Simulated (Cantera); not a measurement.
A Cantera script and what it prints.

```python
import numpy as np
import cantera as ct

gas_names = """
    B BH BH2 BH3 BN BO BO2 B2 B2O B2O2 B2O3 B3O3H3 H HBO HBO2 HNO HNO2 HNO3 HO2 H2 H2O H2O2 H3B3O6 N NH
    NH2 NH3 NH2OH NO NO2 NO3 N2 N2H2 N2H4 N2O O OH O2 O3
""".split()
cond_names = """
    B(b) B(L) BN(s) B2O3(L) B3O3H3(cr) H2O(s) H2O(L)
""".split()


def load(file, names, dense=False):
    # The tables refer to 1 bar. Condensed volumes are neglected.
    table = {s.name: s for s in ct.Species.list_from_file(file)}
    out = []
    for n in names:
        d = dict(table[n].input_data)
        d["thermo"] = dict(d["thermo"], **{"reference-pressure": 1e5})
        if dense:
            d["equation-of-state"] = {"model": "constant-volume", "density": "1e6 g/cm^3"}
        out.append(ct.Species.from_dict(d))
    return out


gas = ct.Solution(thermo="ideal-gas", species=load("nasa_gas.yaml", gas_names))
cond = {s.name: ct.Solution(thermo="fixed-stoichiometry", species=[s], name=s.name)
        for s in load("nasa_condensed.yaml", cond_names, dense=True)}
atoms = {
    'BN': {'B': 1, 'N': 1},
    'H2': {'H': 2},
    'O2': {'O': 2},
}
top_T = {'BN(s)': 3200}  # K; cautious upper limits of use, not melting points


def equilibrate(T, P, feed):
    n = {}
    for name, mol in feed.items():
        for a, k in atoms[name].items():
            n[a] = n.get(a, 0.0) + k * mol
    gas.TPX = T, P, n
    mass = sum(n.values()) * gas.mean_molecular_weight
    gas.equilibrate("TP")
    valid = [c for c in cond.values() if c.min_temp <= T <= top_T.get(c.name, c.max_temp)]
    mix = ct.Mixture([(gas, mass / gas.mean_molecular_weight)] + [(c, 0.0) for c in valid])
    mix.T, mix.P = T, P
    mix.equilibrate("TP", solver="vcs", rtol=1e-11, max_steps=5000)
    return mix


results = []
feed = {'BN': 1, 'H2': 120, 'O2': 5.7}  # mol
P = 200  # Pa
for T in [973, 1023, 1073, 1123, 1173, 1223, 1273, 1323, 1373, 1423, 1473, 1523, 1573, 1623]:
    mix = equilibrate(T, P, feed)
    results.append((T, P, feed, dict(zip(mix.species_names, mix.species_moles))))
    x = sorted(zip(gas.X, gas.species_names), reverse=True)
    print(f"T = {T:g} K  P = {P:g} Pa  gas = {mix.phase_moles(0):.4g} mol")
    print("   x: " + "  ".join(f"{s} {v:.3e}" for v, s in x if v > 1e-05))
    print("   condensed (mol): " + ("  ".join(f"{mix.phase(i).name} {mix.phase_moles(i):.4g}"
          for i in range(1, mix.n_phases) if mix.phase_moles(i) > 1e-12) or "none"))
```

It prints:

```
T = 973 K  P = 200 Pa  gas = 120.5 mol
   x: H2 9.137e-01  H2O 8.206e-02  N2 4.149e-03  HBO2 9.381e-05  H3B3O6 3.367e-05
   condensed (mol): B2O3(L) 0.4883
T = 1023 K  P = 200 Pa  gas = 120.5 mol
   x: H2 9.136e-01  H2O 8.197e-02  N2 4.149e-03  HBO2 2.687e-04  H3B3O6 2.610e-05
   condensed (mol): B2O3(L) 0.4791
T = 1073 K  P = 200 Pa  gas = 120.5 mol
   x: H2 9.134e-01  H2O 8.175e-02  N2 4.148e-03  HBO2 6.934e-04  H3B3O6 2.057e-05
   condensed (mol): B2O3(L) 0.4545
T = 1123 K  P = 200 Pa  gas = 120.6 mol
   x: H2 9.130e-01  H2O 8.125e-02  N2 4.146e-03  HBO2 1.634e-03  H3B3O6 1.641e-05
   condensed (mol): B2O3(L) 0.3984
T = 1173 K  P = 200 Pa  gas = 120.7 mol
   x: H2 9.121e-01  H2O 8.022e-02  N2 4.142e-03  HBO2 3.552e-03  H3B3O6 1.316e-05
   condensed (mol): B2O3(L) 0.2829
T = 1223 K  P = 200 Pa  gas = 120.9 mol
   x: H2 9.104e-01  H2O 7.826e-02  HBO2 7.172e-03  N2 4.134e-03  H3B3O6 1.051e-05
   condensed (mol): B2O3(L) 0.0629
T = 1273 K  P = 200 Pa  gas = 121 mol
   x: H2 9.099e-01  H2O 7.771e-02  HBO2 8.218e-03  N2 4.132e-03  B2O3 1.546e-05  H 1.521e-05
   condensed (mol): none
T = 1323 K  P = 200 Pa  gas = 121 mol
   x: H2 9.099e-01  H2O 7.772e-02  HBO2 8.211e-03  N2 4.132e-03  H 3.382e-05  B2O3 1.850e-05  HBO 1.507e-05
   condensed (mol): none
T = 1373 K  P = 200 Pa  gas = 121 mol
   x: H2 9.098e-01  H2O 7.773e-02  HBO2 8.198e-03  N2 4.132e-03  H 7.103e-05  HBO 2.212e-05  B2O3 2.182e-05
   condensed (mol): none
T = 1423 K  P = 200 Pa  gas = 121 mol
   x: H2 9.098e-01  H2O 7.774e-02  HBO2 8.181e-03  N2 4.132e-03  H 1.417e-04  HBO 3.158e-05  B2O3 2.543e-05
   condensed (mol): none
T = 1473 K  P = 200 Pa  gas = 121 mol
   x: H2 9.096e-01  H2O 7.775e-02  HBO2 8.160e-03  N2 4.132e-03  H 2.698e-04  HBO 4.394e-05  B2O3 2.930e-05
   condensed (mol): none
T = 1523 K  P = 200 Pa  gas = 121 mol
   x: H2 9.094e-01  H2O 7.776e-02  HBO2 8.135e-03  N2 4.131e-03  H 4.928e-04  HBO 5.977e-05  B2O3 3.341e-05
   condensed (mol): none
T = 1573 K  P = 200 Pa  gas = 121.1 mol
   x: H2 9.090e-01  H2O 7.777e-02  HBO2 8.104e-03  N2 4.130e-03  H 8.668e-04  HBO 7.963e-05  B2O3 3.772e-05
   condensed (mol): none
T = 1623 K  P = 200 Pa  gas = 121.1 mol
   x: H2 9.084e-01  H2O 7.777e-02  HBO2 8.065e-03  N2 4.129e-03  H 1.473e-03  HBO 1.041e-04  B2O3 4.219e-05
   condensed (mol): none
```

Cantera equilibrium calculation (NASA polynomials, part measured and part estimated; ideal gas, pure solids and liquids). Gases not in the tables: H3BO3.
